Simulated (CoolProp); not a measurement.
Saturated liquid density (kg/m³) of octamethyltrisiloxane (MDM): the reference equation beside estimates from Tc = 565.4 K, pc = 1438 kPa, ω = 0.528. Rackett uses Z = 0.29056 − 0.08775 ω.

Values from CoolProp's reference Helmholtz-energy equation of state, Thol 2017.

```csv
T (K),reference,Rackett,Peng-Robinson
373.2,(withheld),834.3,757.4
392.3,715.2,809.3,(withheld)
411.5,692.6,(withheld),714.7
430.7,668.7,754.9,689.3
449.9,643.3,(withheld),660.5
469.1,615.7,(withheld),627.5
488.3,(withheld),657.7,589.0
507.5,550.4,(withheld),543.2
526.7,508.4,(withheld),486.6
```

What belongs in the gaps?


- 373.2, reference: 736.7
- 392.3, Peng-Robinson: 737.3
- 411.5, Rackett: 782.8
- 449.9, Rackett: 725.1
- 469.1, Rackett: 693.0
- 488.3, reference: 585.2
- 507.5, Rackett: 617.7
- 526.7, Rackett: 570.2

Absolute difference from the reference over all 9 rows, mean and median: Rackett 12.7 and 12.7 %, Peng-Robinson 2.6 and 2.8 %.
